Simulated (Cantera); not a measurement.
Input (Python, Cantera):

```python
import numpy as np
import cantera as ct

gas = ct.Solution("h2o2.yaml")
gas.TPX = 1125, 100000, {'H2': 1.2, 'O2': 1, 'N2': 1}
reactor = ct.IdealGasConstPressureReactor(gas, energy="off", clone=False)
net = ct.ReactorNet([reactor])
net.rtol, net.atol = 1e-08, 1e-18
show = ['H2', 'O2', 'O', 'HO2', 'H2O2']
times = np.geomspace(0.0008, 30, 12)

steps = ct.SolutionArray(gas, extra=["t"])
rows = []
print(f"{'t/s':>10s}{'T/K':>9s}{'P/Pa':>11s}" + "".join(f"{s:>11s}" for s in show))
for t in times:
    while net.time < t:
        t_next = net.step()
        steps.append(gas.state, t=t_next)
    rows.append([np.interp(t, steps.t, y) for y in (steps.T, steps.P, *steps(*show).X.T)])
    print(f"{t:10.3e}{rows[-1][0]:9.1f}{rows[-1][1]:11.4g}" + "".join(f"{x:11.3e}" for x in rows[-1][2:]))
rate = np.gradient(steps.T, steps.t)
print("integrator steps:", len(steps.t))
if steps.T.max() > steps.T[0] + 200:
    print(f"time of steepest temperature rise: {steps.t[rate.argmax()]:.4e} s")
gas.TPX = 1125, 100000, {'H2': 1.2, 'O2': 1, 'N2': 1}
gas.equilibrate("TP")
print(f"equilibrium (TP): T = {gas.T:.1f} K  " + "  ".join(f"{s} {gas[s].X[0]:.3e}" for s in show))
```

Result:

```
       t/s      T/K       P/Pa         H2         O2          O        HO2       H2O2
 8.000e-04   1125.0      1e+05  2.138e-02  1.627e-01  1.003e-05  1.877e-04  1.756e-04
 2.084e-03   1125.0      1e+05  1.443e-02  1.598e-01  7.427e-06  1.528e-04  1.271e-04
 5.429e-03   1125.0      1e+05  6.604e-03  1.565e-01  3.668e-06  9.493e-05  5.326e-05
 1.414e-02   1125.0      1e+05  1.928e-03  1.546e-01  9.088e-07  3.958e-05  9.985e-06
 3.684e-02   1125.0      1e+05  4.442e-04  1.540e-01  1.180e-07  1.191e-05  9.816e-07
 9.598e-02   1125.0      1e+05  8.627e-05  1.539e-01  1.322e-08  2.935e-06  7.461e-08
 2.500e-01   1125.0      1e+05  7.992e-06  1.538e-01  1.207e-09  3.630e-07  3.471e-09
 6.514e-01   1125.0      1e+05  1.020e-08  1.538e-01  8.678e-10  1.227e-08  1.059e-09
 1.697e+00   1125.0      1e+05  2.867e-09  1.538e-01  1.797e-09  9.409e-09  2.092e-09
 4.421e+00   1125.0      1e+05  2.855e-09  1.538e-01  1.822e-09  9.373e-09  2.121e-09
 1.152e+01   1125.0      1e+05  2.855e-09  1.538e-01  1.822e-09  9.373e-09  2.121e-09
 3.000e+01   1125.0      1e+05  2.855e-09  1.538e-01  1.822e-09  9.373e-09  2.121e-09
integrator steps: 2083
equilibrium (TP): T = 1125.0 K  H2 2.855e-09  O2 1.538e-01  O 1.822e-09  HO2 9.373e-09  H2O2 2.121e-09
```

Model: the H2/O2 subset of GRI-Mech 3.0, which has no nitrogen chemistry, integrated in Cantera. The temperature is held fixed by assumption; the heat of reaction is taken as removed at once.
